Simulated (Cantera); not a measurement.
Charge: 1 mol HgO, 2 mol O₂, 0.17 mol H₂, at 5400 Torr.

Equilibrium computed with Cantera from the NASA thermochemical tables; the gas is ideal and each condensed phase is pure. Candidate condensed phases: H₂O, Hg, HgO; 10 gas species. Rates play no part.

**Question.** Which condensed phases are stable at each of these points (T (K)): 523, 573, 623, 673, 723, 773, 823, 873, 923, 973, 1023?

**Answer.** 
| T (K) | condensed phases | Hg condensed (%) |
|---|---|---|
| 523 | HgO(s) | 100.0 |
| 573 | HgO(s) | 100.0 |
| 623 | HgO(s) | 99.9 |
| 673 | HgO(s) | 99.2 |
| 723 | HgO(s) | 94.9 |
| 773 | HgO(s) | 70.0 |
| 823 | gas only | 0.0 |
| 873 | gas only | 0.0 |
| 923 | gas only | 0.0 |
| 973 | gas only | 0.0 |
| 1023 | gas only | 0.0 |

From 523 K to 773 K the condensed part is HgO(s). From 823 K to 1023 K nothing is condensed.
